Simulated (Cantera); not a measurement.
A freely propagating, adiabatic, planar premixed flame of H2 : O2 : N2 = 1 : 0.455 : 1.27 (molar parts), equivalence ratio 1.1, unburnt at 550 K and 5.00 bar; multicomponent transport, grid criteria slope 0.08 and curve 0.16, no radiation.

Model: the H2/O2 subset of GRI-Mech 3.0, which has no nitrogen chemistry, integrated in Cantera. The hydrogen kinetics of GRI-Mech 3.0 are dated; newer H2 mechanisms differ, most at raised pressure. Burning velocities carry a grid error of a few per cent, more on coarse grids.

x: mole fraction of selected species; z is measured from the peak of heat release.

```json
[
 {"z (mm)": "-0.157", "T (K)": "550", "u (m/s)": "8.74", "x H2": "0.367", "x O2": "0.167", "x H2O": "<1e-8", "x O": "<1e-8", "x OH": "<1e-8", "x HO2": "<1e-8"},
 {"z (mm)": "-0.104", "T (K)": "550", "u (m/s)": "8.74", "x H2": "0.367", "x O2": "0.167", "x H2O": "<1e-8", "x O": "<1e-8", "x OH": "<1e-8", "x HO2": "<1e-8"},
 {"z (mm)": "-0.0783", "T (K)": "550", "u (m/s)": "8.74", "x H2": "0.367", "x O2": "0.167", "x H2O": "7.39e-8", "x O": "<1e-8", "x OH": "<1e-8", "x HO2": "2.30e-8"},
 {"z (mm)": "-0.0522", "T (K)": "550", "u (m/s)": "8.74", "x H2": "0.367", "x O2": "0.167", "x H2O": "?", "x O": "?", "x OH": "<1e-8", "x HO2": "?"},
 {"z (mm)": "-0.0261", "T (K)": "576", "u (m/s)": "9.07", "x H2": "0.360", "x O2": "0.168", "x H2O": "0.000843", "x O": "6.74e-6", "x OH": "2.97e-5", "x HO2": "0.000373"},
 {"z (mm)": "-0.0131", "T (K)": "881", "u (m/s)": "13.4", "x H2": "0.316", "x O2": "0.162", "x H2O": "0.0272", "x O": "0.000418", "x OH": "0.00153", "x HO2": "0.000967"},
 {"z (mm)": "0", "T (K)": "1420", "u (m/s)": "20.7", "x H2": "0.210", "x O2": "0.120", "x H2O": "0.124", "x O": "0.00476", "x OH": "0.00528", "x HO2": "0.000420"},
 {"z (mm)": "0.0131", "T (K)": "1798", "u (m/s)": "25.7", "x H2": "0.117", "x O2": "0.0599", "x H2O": "0.233", "x O": "0.0101", "x OH": "0.0140", "x HO2": "0.000180"},
 {"z (mm)": "0.0261", "T (K)": "1996", "u (m/s)": "28.3", "x H2": "0.0826", "x O2": "0.0324", "x H2O": "0.280", "x O": "0.0116", "x OH": "0.0205", "x HO2": "8.46e-5"},
 {"z (mm)": "0.0522", "T (K)": "2196", "u (m/s)": "30.8", "x H2": "0.0716", "x O2": "0.0203", "x H2O": "0.304", "x O": "0.0102", "x OH": "0.0246", "x HO2": "4.24e-5"},
 {"z (mm)": "0.104", "T (K)": "2386", "u (m/s)": "33.0", "x H2": "0.0675", "x O2": "0.0152", "x H2O": "0.321", "x O": "0.00727", "x OH": "0.0249", "x HO2": "2.42e-5"},
 {"z (mm)": "0.209", "T (K)": "2552", "u (m/s)": "34.9", "x H2": "0.0619", "x O2": "0.0110", "x H2O": "0.339", "x O": "0.00461", "x OH": "0.0228", "x HO2": "1.37e-5"},
 {"z (mm)": "0.418", "T (K)": "2678", "u (m/s)": "36.3", "x H2": "?", "x O2": "?", "x H2O": "0.355", "x O": "?", "x OH": "?", "x HO2": "?"}
]
```

Fill in the missing entries.


- -0.0522, x H2O: 2.08e-6
- -0.0522, x O: 2.24e-8
- -0.0522, x HO2: 8.47e-7
- 0.418, x H2: 0.0560
- 0.418, x O2: 0.00761
- 0.418, x O: 0.00280
- 0.418, x OH: 0.0197
- 0.418, x HO2: 8.15e-6
